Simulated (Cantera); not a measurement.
Feed: 1 mol AlCl3, 1.3 mol N2, 63 mol H2, 2.9 mol H2O, held at 7400 Pa.

These are equilibrium values from Cantera (NASA tables, ideal gas, pure condensed phases), not measurements of a reactor. Candidate condensed phases: Al, AlCl3, AlN, Al2O3, H2O, NH4Cl; 45 gas species. Equilibrium is a limit: real reactors are often held back by kinetics, nucleation or transport. All values below are at 1827 °C.

Base state: H2 0.906, HCl 0.0428, H2O 0.0206, N2 0.0188, H 0.0109, Cl 0.000379, AlCl 0.000243, OH 2.95e-5 (mole fractions); condensed: Al2O3(s).

What changes in the equilibrium state with this change: AlCl3 replaced by Al?


```
species          before    after
-------------  --------  -------
H2                0.906    0.949
H2O              0.0206   0.0207
N2               0.0188   0.0192
HCl              0.0428        0
H                0.0109   0.0112
AlCl           0.000243        0
Cl             0.000379        0
OH              2.95e-5  2.90e-5
Al2O3(s), mol     0.491    0.500
```
